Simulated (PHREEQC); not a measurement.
Solution (25 °C): 0.0075 mol/kgw Na2SO4 and 0.0022 mol/kgw MnSO4. Closed to the air; pH follows from the charge balance.

Model: ion-association model, phreeqc.dat, run in PHREEQC.

### Question
The ionic strength comes out as 0.0278 mol/kgw. What activity coefficients do NaSO4-, SO4-2, Mn+2, Na+ get?

### Answer
NaSO4- 0.86, SO4-2 0.54, Mn+2 0.55, Na+ 0.86.

No solid was allowed to form. Species that the database lacks are ignored.
